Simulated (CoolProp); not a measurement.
200 sccm (0 °C, 1 atm) of nitrogen bubbles through liquid ethanol at 285.1 K and leaves saturated at a total pressure of 0.0759 MPa (ideal gas phase). Each further row changes one setting.

The numbers come from the reference Helmholtz-energy equation of state, Schroeder 2014 in CoolProp.

```
case                      vapour pressure (kPa)  mole fraction of vapour  delivery (mg/min)  delivery (sccm)  change of delivery for a bath 1 K warmer (%)
------------------------  ---------------------  -----------------------  -----------------  ---------------  --------------------------------------------
as stated                                  3.57                   0.0470               20.3                …                                           6.9
bath temperature 290.1 K                      …                   0.0643                  …             13.8                                           6.8
total pressure 0.152 MPa                   3.57                        …               9.89                …                                           6.7
```

Question: What belongs in the gaps?

Answer: 
- as stated, delivery (sccm): 9.87
- bath temperature 290.1 K, vapour pressure (kPa): 4.88
- bath temperature 290.1 K, delivery (mg/min): 28.3
- total pressure 0.152 MPa, mole fraction of vapour: 0.0235
- total pressure 0.152 MPa, delivery (sccm): 4.81
